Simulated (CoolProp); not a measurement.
The fluid at 344.93 K and 0.00901 MPa flows at 12 m/s in a round tube of 12.7 mm bore and 0.25 µm roughness, fully developed (64/Re and Nu = 3.66 if laminar; Colebrook and Gnielinski if turbulent). The same conditions are run with several fluids, on thermodynamics alone (safety and materials aside).

Computed with CoolProp (reference Helmholtz-energy equation of state of each fluid (water: Wagner 2002; R227EA: Lemmon 2016; R236EA: Rui 2013; ammonia: Gao 2020)).

```json
[
 {"fluid": "water", "Reynolds number": "765", "Darcy friction factor": "0.0836", "pressure drop (Pa/m)": "26.9", "heat-transfer coefficient (W/(m² K))": "6.32", "mass flow (kg/h)": "0.310"},
 {"fluid": "R227EA", "Reynolds number": "6070", "Darcy friction factor": "0.0354", "pressure drop (Pa/m)": "107", "heat-transfer coefficient (W/(m² K))": "25.3", "mass flow (kg/h)": "2.93"},
 {"fluid": "R236EA", "Reynolds number": "5730", "Darcy friction factor": "0.0360", "pressure drop (Pa/m)": "97.6", "heat-transfer coefficient (W/(m² K))": "24.8", "mass flow (kg/h)": "2.62"},
 {"fluid": "ammonia", "Reynolds number": "688", "Darcy friction factor": "0.0930", "pressure drop (Pa/m)": "28.2", "heat-transfer coefficient (W/(m² K))": "8.58", "mass flow (kg/h)": "0.293"}
]
```

Transport values come from each fluid's own correlations; those of R227EA, R236EA are estimates that may be off by 10 % or more.
